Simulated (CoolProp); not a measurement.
A closed Brayton cycle with carbon dioxide: compressor inlet 331.15 K and 8.6 MPa, high pressure 17.3 MPa, turbine inlet 695 K, compressor efficiency 0.89, turbine efficiency 0.85, recuperator effectiveness 0.9 (on enthalpy, no pinch check). Each further row changes one setting.

Computed with CoolProp (reference Helmholtz-energy equation of state, Span 1996).

```json
[
 {"case": "as stated", "thermal efficiency (%)": "?", "net work (kJ/kg)": "38.8", "compressor to turbine work": "0.47", "compressor exit (K)": "389.9", "turbine exit (K)": "622.3"},
 {"case": "turbine inlet 645 K", "thermal efficiency (%)": "?", "net work (kJ/kg)": "32.5", "compressor to turbine work": "0.51", "compressor exit (K)": "389.9", "turbine exit (K)": "574.9"},
 {"case": "compressor inlet 341.15 K", "thermal efficiency (%)": "23.3", "net work (kJ/kg)": "34.8", "compressor to turbine work": "?", "compressor exit (K)": "403.3", "turbine exit (K)": "622.3"},
 {"case": "high pressure 14.7 MPa", "thermal efficiency (%)": "?", "net work (kJ/kg)": "31.5", "compressor to turbine work": "0.45", "compressor exit (K)": "375.9", "turbine exit (K)": "?"},
 {"case": "recuperator effectiveness 0.5", "thermal efficiency (%)": "14.5", "net work (kJ/kg)": "38.8", "compressor to turbine work": "0.47", "compressor exit (K)": "389.9", "turbine exit (K)": "622.3"}
]
```

Task: Complete the blanks.

Result: 
- as stated, thermal efficiency (%): 24.4
- turbine inlet 645 K, thermal efficiency (%): 22.1
- compressor inlet 341.15 K, compressor to turbine work: 0.52
- high pressure 14.7 MPa, thermal efficiency (%): 23.0
- high pressure 14.7 MPa, turbine exit (K): 639.1
